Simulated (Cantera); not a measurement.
A closed system holds: 1 mol SiHCl3, 0.068 mol C3H8, 270 mol H2, at 2473.15 K and 1.00 Torr.

Equilibrium computed with Cantera from the NASA thermochemical tables; the gas is ideal and each condensed phase is pure. Candidate condensed phases: C, C6H6, C7H8, C8H18, Si, SiC; 109 gas species. Kinetics and transport are ignored.

Base state: H2 0.540, H 0.449, HCl 0.00534, Cl 0.00315, Si 0.00278, C2H2 (acetylene) 0.000232, SiC2 2.96e-5, SiH 2.05e-5 (mole fractions); condensed: gas only.

Problem. What changes in the equilibrium state with this change: pressure from 1.00 Torr to 9.75 Torr?

Solution. 
```tsv
species	before	after
H2	0.540	0.810
H	0.449	0.176
HCl	0.00534	0.00865
Si	0.00278	0.00318
C	1.81e-5	1.73e-6
SiCl	3.45e-6	1.63e-5
SiH	2.05e-5	8.99e-5
C2H	1.31e-5	4.45e-6
Cl	0.00315	0.00133
```
The tables' values for SiCl are old estimates; treat these amounts as uncertain.

Problem. What changes in the equilibrium state with this change: SiHCl3 replaced by Si(CH3)4?

Solution. 
```json
[
 {"species": "H2", "before": "0.540", "after": "0.542"},
 {"species": "H", "before": "0.449", "after": "0.450"},
 {"species": "C2H2 (acetylene)", "before": "0.000232", "after": "0.00470"},
 {"species": "HCl", "before": "0.00534", "after": "0"},
 {"species": "Cl", "before": "0.00315", "after": "0"},
 {"species": "Si", "before": "0.00278", "after": "0.00228"},
 {"species": "C4H2", "before": "4.10e-8", "after": "1.68e-5"},
 {"species": "C3", "before": "2.29e-6", "after": "0.000208"},
 {"species": "C2H", "before": "1.31e-5", "after": "0.000264"}
]
```
